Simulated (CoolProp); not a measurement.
Propylene along the isobar 23 bar: fugacity coefficient from the reference equation and from simpler models built on Tc = 364.2 K, pc = 45.55 bar, ω = 0.146; each cubic takes its own stable root.

Values from CoolProp's reference Helmholtz-energy equation of state, Lemmon 2013.

| T (K) | phase | reference | van der Waals | Redlich-Kwong | Soave-Redlich-Kwong | Peng-Robinson |
|---|---|---|---|---|---|---|
| 336.5 | gas | 0.7812 | 0.8189 | 0.7887 | 0.7847 | 0.7689 |
| 354.1 | gas | 0.8149 | 0.8403 | 0.8181 | 0.8168 | 0.8011 |
| 371.7 | gas | 0.8416 | 0.8584 | 0.8422 | 0.8431 | 0.8277 |
| 389.4 | gas | 0.8635 | 0.8739 | 0.8624 | 0.8652 | 0.8501 |
| 407 | gas | 0.8816 | 0.8872 | 0.8794 | 0.8837 | 0.8690 |
| 424.6 | gas | 0.8968 | 0.8987 | 0.8938 | 0.8994 | 0.8851 |
| 442.2 | gas | 0.9097 | 0.9087 | 0.9061 | 0.9128 | 0.8990 |
| 459.9 | gas | 0.9208 | 0.9176 | 0.9169 | 0.9245 | 0.9111 |
| 477.5 | gas | 0.9304 | 0.9254 | 0.9261 | 0.9345 | 0.9216 |
| 495.1 | gas | 0.9387 | 0.9322 | 0.9342 | 0.9432 | 0.9307 |
| 512.8 | gas | 0.9460 | 0.9384 | 0.9412 | 0.9508 | 0.9388 |
| 530.4 | gas | 0.9523 | 0.9439 | 0.9474 | 0.9574 | 0.9458 |
| 548 | gas | 0.9579 | 0.9488 | 0.9529 | 0.9632 | 0.9521 |
| 565.6 | gas | 0.9629 | 0.9532 | 0.9578 | 0.9684 | 0.9576 |
